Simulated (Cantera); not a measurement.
Cantera run:

```python
import numpy as np
import cantera as ct

gas_names = """
    Fe FeO Fe(OH)2 H HNO HNO2 HNO3 HO2 H2 H2O H2O2 N NH NH2 NH3 NH2OH NO NO2 NO3 N2 N2H2 N2H4 N2O O OH
    O2 O3
""".split()
cond_names = """
    Fe(a) Fe(c) Fe(d) Fe(L) FeO(s) FeO(L) Fe(OH)2(s) Fe(OH)3(s) Fe2O3(s) Fe3O4(s) H2O(s) H2O(L)
""".split()


# ... load() reads the species with a 1 bar reference pressure and builds the phases ...
atoms = {
    'Fe3O4': {'Fe': 3, 'O': 4},
    'H2': {'H': 2},
    'N2': {'N': 2},
}
top_T = {'Fe2O3(s)': 1830, 'Fe3O4(s)': 1870}  # K; cautious upper limits of use, not melting points


# ... equilibrate(T, P, feed) seeds the gas with the atoms and calls Mixture.equilibrate('TP', solver="vcs", rtol=1e-11, max_steps=5000) ...
results = []
feed = {'Fe3O4': 1, 'H2': 14, 'N2': 50}  # mol
T = 1775  # K
for P in [10, 42, 180, 750, 3200, 13000, 56000, 240000, 1000000]:
    mix = equilibrate(T, P, feed)
    results.append((T, P, feed, dict(zip(mix.species_names, mix.species_moles))))

top = {s: max(r[3][s] / sum(r[3][g] for g in gas_names) for r in results) for s in gas_names}
cols = sorted((s for s in top if top[s] > 0.001), key=lambda s: -top[s])[:7]
seen = [c for c in cond_names if any(r[3].get(c, 0) > 1e-12 for r in results)]
print("log10 of partial pressures in bar; condensed amounts in mol")
print(f"{'P/Pa':>10s}" + "".join(f"{s[:9]:>10s}" for s in cols + seen))
for T, P, feed, n in results:
    ng = sum(n[g] for g in gas_names)
    print(f"{P:10.4g}" + "".join(f"{np.log10(max(n[s] / ng * P / 1e5, 1e-99)):10.3f}" for s in cols)
          + "".join(f"{n.get(c, 0):10.4g}" for c in seen))
```

Result:

```
log10 of partial pressures in bar; condensed amounts in mol
      P/Pa        N2        H2       H2O        Fe         H     Fe(d)
        10    -4.130    -4.844    -5.230    -5.353    -5.960         0
        42    -3.505    -4.211    -4.605    -4.729    -5.644         0
       180    -2.858    -3.560    -3.955    -4.691    -5.318     2.263
       750    -2.234    -2.934    -3.331    -4.691    -5.006     2.824
      3200    -1.602    -2.302    -2.700    -4.691    -4.690     2.959
   1.3e+04    -0.993    -1.693    -2.090    -4.691    -4.385     2.989
   5.6e+04    -0.359    -1.058    -1.456    -4.691    -4.068     2.997
   2.4e+05     0.273    -0.426    -0.824    -4.691    -3.751     2.999
     1e+06     0.893     0.194    -0.204    -4.691    -3.442     2.999
```

Equilibrium computed with Cantera from the NASA thermochemical tables; the gas is ideal and each condensed phase is pure.
